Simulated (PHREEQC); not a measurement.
Dissolve 0.0085 mol/kgw H2SO4 and 0.016 mol/kgw Al2(SO4)3 at 25 °C. Closed to the air; pH follows from the charge balance.

Equilibrium calculation in PHREEQC: ion-association model, wateq4f.dat.

### Question
The ionic strength comes out as 0.0746 mol/kgw. What activity coefficients do AlOH+2, Al(SO4)2-, AlSO4+, HSO4-, Al+3 get?

### Answer
AlOH+2 0.42, Al(SO4)2- 0.80, AlSO4+ 0.80, HSO4- 0.80, Al+3 0.20.

This is a speciation only: nothing precipitates in the calculation. Complexes and solids missing from the database can't appear.
